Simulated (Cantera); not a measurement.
Input: 1 mol SiO2, 3.1 mol HBr, equilibrated at 0.0683 Torr.

These are equilibrium values from Cantera (NASA tables, ideal gas, pure condensed phases), not measurements of a reactor. Candidate condensed phases: Br2, H2O, Si, SiO2; 28 gas species. The tables hold silica as quartz up to 1696 K and as liquid above; real silica turns to tridymite and cristobalite and melts near 1996 K. The numbers say what is thermodynamically allowed, not how fast it happens.

Task: Which condensed phases are stable at each of these points (T (°C)): 350, 500, 650, 800, 950, 1100, 1250, 1400, 1550?

Result: 
```
T (°C)  condensed phases  Si condensed (%)
------  ----------------  ----------------
350       SiO2(α-quartz)             100.0
500       SiO2(α-quartz)             100.0
650       SiO2(β-quartz)             100.0
800       SiO2(β-quartz)             100.0
950       SiO2(β-quartz)             100.0
1100      SiO2(β-quartz)              99.9
1250      SiO2(β-quartz)              99.1
1400      SiO2(β-quartz)              92.5
1550     SiO2(condensed)              61.6
```

From 350 °C to 500 °C the condensed part is SiO2(α-quartz). From 650 °C to 1400 °C the condensed part is SiO2(β-quartz). At 1550 °C the condensed part is SiO2(condensed).
